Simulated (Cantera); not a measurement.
A Cantera script and what it prints.

```python
import numpy as np
import cantera as ct

gas_names = """
    H H2 Si SiH SiH2 SiH3 SiH4 Si2 Si3
""".split()
cond_names = """
    Si(cr) Si(L)
""".split()


def load(file, names, dense=False):
    # The tables refer to 1 bar. Condensed volumes are neglected.
    table = {s.name: s for s in ct.Species.list_from_file(file)}
    out = []
    for n in names:
        d = dict(table[n].input_data)
        d["thermo"] = dict(d["thermo"], **{"reference-pressure": 1e5})
        if dense:
            d["equation-of-state"] = {"model": "constant-volume", "density": "1e6 g/cm^3"}
        out.append(ct.Species.from_dict(d))
    return out


gas = ct.Solution(thermo="ideal-gas", species=load("nasa_gas.yaml", gas_names))
cond = {s.name: ct.Solution(thermo="fixed-stoichiometry", species=[s], name=s.name)
        for s in load("nasa_condensed.yaml", cond_names, dense=True)}
atoms = {
    'Si': {'Si': 1},
    'H2': {'H': 2},
}
top_T = {}  # K; cautious upper limits of use, not melting points


def equilibrate(T, P, feed):
    n = {}
    for name, mol in feed.items():
        for a, k in atoms[name].items():
            n[a] = n.get(a, 0.0) + k * mol
    gas.TPX = T, P, n
    mass = sum(n.values()) * gas.mean_molecular_weight
    gas.equilibrate("TP")
    valid = [c for c in cond.values() if c.min_temp <= T <= top_T.get(c.name, c.max_temp)]
    mix = ct.Mixture([(gas, mass / gas.mean_molecular_weight)] + [(c, 0.0) for c in valid])
    mix.T, mix.P = T, P
    mix.equilibrate("TP", solver="vcs", rtol=1e-11, max_steps=5000)
    return mix


results = []
feed = {'Si': 1, 'H2': 1.9}  # mol
P = 25000  # Pa
for T in [500, 700, 900, 1100, 1300, 1500, 1700]:
    mix = equilibrate(T, P, feed)
    results.append((T, P, feed, dict(zip(mix.species_names, mix.species_moles))))

top = {s: max(r[3][s] / sum(r[3][g] for g in gas_names) for r in results) for s in gas_names}
cols = sorted((s for s in top if top[s] > 0.0001), key=lambda s: -top[s])[:6]
seen = [c for c in cond_names if any(r[3].get(c, 0) > 1e-12 for r in results)]
print("log10 of partial pressures in bar; condensed amounts in mol")
print(f"{'T/K':>10s}" + "".join(f"{s[:9]:>10s}" for s in cols + seen))
for T, P, feed, n in results:
    ng = sum(n[g] for g in gas_names)
    print(f"{T:10.4g}" + "".join(f"{np.log10(max(n[s] / ng * P / 1e5, 1e-99)):10.3f}" for s in cols)
          + "".join(f"{n.get(c, 0):10.4g}" for c in seen))
```

Output:

```
log10 of partial pressures in bar; condensed amounts in mol
       T/K        H2         H    Si(cr)     Si(L)
       500    -0.602   -20.459         1         0
       700    -0.602   -13.898         1         0
       900    -0.602   -10.233         1         0
      1100    -0.602    -7.888         1         0
      1300    -0.602    -6.257         1         0
      1500    -0.602    -5.055         1         0
      1700    -0.602    -4.133         0         1
```

These are equilibrium values from Cantera (NASA tables, ideal gas, pure condensed phases), not measurements of a reactor. Gases not in the tables: Si2H6 and higher silanes.
